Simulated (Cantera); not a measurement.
Charge: 1 mol SiCl4, 0.085 mol O3, 1.4 mol N2, 36 mol N2O, equilibrated at 1298 K.

Equilibrium computed with Cantera from the NASA thermochemical tables; the gas is ideal and each condensed phase is pure. Candidate condensed phases: Si, SiO2, Si2N2O, Si3N4; 23 gas species. The tables hold silica as quartz up to 1696 K and as liquid above; real silica turns to tridymite and cristobalite and melts near 1996 K. Rates play no part.

x: gas mole fraction; n: condensed amount in mol.

```tsv
P (Pa)	x N2	x O2	x Cl	x Cl2	x NO	x ClO	x O	n SiO2(β-quartz)
5	0.640	0.293	0.0655	0.00145	0.000416	…	1.31e-5	1.00
21	0.642	0.294	0.0589	0.00490	0.000417	…	6.38e-6	1.00
85	0.646	0.296	0.0455	0.0118	0.000420	…	3.18e-6	1.00
350	0.652	0.298	0.0293	0.0202	0.000424	…	1.58e-6	1.00
1400	0.656	0.300	0.0168	0.0267	0.000426	3.60e-5	7.90e-7	1.00
5900	0.658	0.301	0.00880	0.0308	0.000428	3.88e-5	3.86e-7	1.00
24000	0.660	0.302	0.00452	0.0330	0.000429	4.02e-5	1.91e-7	1.00
100000	0.661	0.302	0.00225	0.0342	0.000429	4.09e-5	9.38e-8	1.00
```

**Question.** Some entries are withheld; supply them.

**Answer.** 
- 5, x ClO: 8.28e-6
- 21, x ClO: 1.53e-5
- 85, x ClO: 2.38e-5
- 350, x ClO: 3.12e-5
